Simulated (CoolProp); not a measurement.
Saturation properties of CH2F2 (R32) (Tc = 78.1 °C, pc = 5.783 MPa, ω = 0.277).

Model: reference Helmholtz-energy equation of state, Tillner-Roth 1997, in CoolProp.

```json
[
 {"T (°C)": "-33.45", "p (MPa)": "0.2366", "vapour density (kg/m³)": "6.655", "liquid cp (kJ/(kg K))": "1.622", "surface tension (mN/m)": "17.1", "liquid viscosity (µPa s)": "233", "liquid conductivity (mW/(m K))": "180"},
 {"T (°C)": "-28.05", "p (MPa)": "0.2961", "vapour density (kg/m³)": "8.244", "liquid cp (kJ/(kg K))": "1.636", "surface tension (mN/m)": "16.1", "liquid viscosity (µPa s)": "217", "liquid conductivity (mW/(m K))": "176"},
 {"T (°C)": "-22.65", "p (MPa)": "0.3667", "vapour density (kg/m³)": "10.12", "liquid cp (kJ/(kg K))": "1.652", "surface tension (mN/m)": "15.1", "liquid viscosity (µPa s)": "203", "liquid conductivity (mW/(m K))": "172"},
 {"T (°C)": "-17.15", "p (MPa)": "0.4512", "vapour density (kg/m³)": "12.37", "liquid cp (kJ/(kg K))": "1.670", "surface tension (mN/m)": "14.1", "liquid viscosity (µPa s)": "189", "liquid conductivity (mW/(m K))": "168"},
 {"T (°C)": "-11.75", "p (MPa)": "0.5481", "vapour density (kg/m³)": "14.95", "liquid cp (kJ/(kg K))": "1.691", "surface tension (mN/m)": "13.1", "liquid viscosity (µPa s)": "177", "liquid conductivity (mW/(m K))": "164"},
 {"T (°C)": "-6.35", "p (MPa)": "0.6600", "vapour density (kg/m³)": "17.95", "liquid cp (kJ/(kg K))": "1.714", "surface tension (mN/m)": "12.1", "liquid viscosity (µPa s)": "165", "liquid conductivity (mW/(m K))": "160"},
 {"T (°C)": "-0.95", "p (MPa)": "0.7886", "vapour density (kg/m³)": "21.42", "liquid cp (kJ/(kg K))": "1.740", "surface tension (mN/m)": "11.1", "liquid viscosity (µPa s)": "154", "liquid conductivity (mW/(m K))": "155"},
 {"T (°C)": "4.45", "p (MPa)": "0.9354", "vapour density (kg/m³)": "25.45", "liquid cp (kJ/(kg K))": "1.770", "surface tension (mN/m)": "10.2", "liquid viscosity (µPa s)": "144", "liquid conductivity (mW/(m K))": "151"},
 {"T (°C)": "9.95", "p (MPa)": "1.105", "vapour density (kg/m³)": "30.19", "liquid cp (kJ/(kg K))": "1.805", "surface tension (mN/m)": "9.26", "liquid viscosity (µPa s)": "135", "liquid conductivity (mW/(m K))": "147"},
 {"T (°C)": "15.35", "p (MPa)": "1.294", "vapour density (kg/m³)": "35.56", "liquid cp (kJ/(kg K))": "1.846", "surface tension (mN/m)": "8.36", "liquid viscosity (µPa s)": "126", "liquid conductivity (mW/(m K))": "142"}
]
```

It boils at -51.7 °C under 1 atm.

Viscosity comes from a separate model (Bell 2016), an estimate that may be off by 10 % or more. Thermal conductivity comes from a separate model (Huber 2003), an estimate that may be off by 10 % or more. Surface tension comes from a separate correlation (Mulero 2012).
